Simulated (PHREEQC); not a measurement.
Consider water at 85 °C with 0.11 mol ZnSO4, 0.0039 mol NaCl and 0.0018 mol H2SO4 per kg of water. Closed to the air; pH follows from the charge balance.

Computed with PHREEQC (ion-association model, phreeqc.dat).

Each row changes one thing in this solution. No solid was allowed to form.

```tsv
case	pH	ionic strength (mol/kgw)	Zn+2 (mol/kgw)	ZnSO4 (mol/kgw)	SO4-2 (mol/kgw)	Zn(SO4)2-2 (mol/kgw)	SI of Halite (NaCl)
as made	3.35	0.218	0.0534	0.0452	0.0423	0.0105	-6.89
temperature from 85 to 20 °C	2.87	0.229	0.0558	0.0402	0.0418	0.0138	-6.70
H2SO4 from 0.0018 to 0.00036 mol/kgw	4.04	0.217	0.0529	0.0455	0.0427	0.0106	-6.89
diluted 5-fold with water	3.75	0.0510	0.0125	0.00881	0.0118	0.000598	-8.09
temperature from 85 to 55 °C	3.08	0.220	0.0539	0.0439	0.0415	0.0118	-6.78
temperature from 85 to 30 °C	2.92	0.226	0.0551	0.0415	0.0416	0.0132	-6.72
```

Species that the database lacks are ignored. At this temperature some constants are extrapolated from 25 °C, and those without enthalpy data are left unchanged.
